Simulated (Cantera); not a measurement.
An adiabatic, constant-volume homogeneous reactor starts with 7.29 % CH4, 0.299 % C2H6, 4.96 % C3H8, 18.4 % O2, 69.1 % N2, equivalence ratio 2.2, at 1625 K and 563 Torr.

Computed with Cantera and GRI-Mech 3.0 (53 species, 325 reactions). GRI-Mech 3.0 was tuned for natural gas; its chemistry of propane as a main component is partial and can be far from experiment.

One state of this run: T (K) = 2782; P (bar) = 1.66; x CH4 = 2.75e-11; x C2H6 = <1e-12; x C3H8 = <1e-12; x N2O = 3.28e-8; x OH = 0.00366; x H = 0.0246. x: mole fraction; the columns are a selection and need not sum to one.

### Question
Which value of t (s) does it belong to?
A. 0.000329
B. 6.64e-5
C. 1.34e-5
D. 0.0181

### Answer
D, 0.0181
